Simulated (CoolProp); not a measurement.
R142b at 199.5 K and 2.64 MPa flows at 1.7 m/s in a round tube of 12.7 mm bore and 15 µm roughness, fully developed (64/Re and Nu = 3.66 if laminar; Colebrook and Gnielinski if turbulent). Each further row changes one setting.

Values from CoolProp's reference Helmholtz-energy equation of state, Lemmon 2006. It is a short technical equation, of lower accuracy than the large ones.

```
case              Reynolds number  Darcy friction factor  pressure drop (Pa/m)  heat-transfer coefficient (W/(m² K))  mass flow (kg/h)
----------------  ---------------  ---------------------  --------------------  ------------------------------------  ----------------
as stated                   32800                 0.0260                  3950                                  2500              1030
velocity 3.4 m/s            65600                 0.0237                 14400                                  4770              2070
diameter 25.4 mm            65600                 0.0219                  1660                                  2260              4140
```

Viscosity comes from a separate model (Huber 2003), an estimate that may be off by 10 % or more. Thermal conductivity comes from a separate model (Huber 2003), an estimate that may be off by 10 % or more.
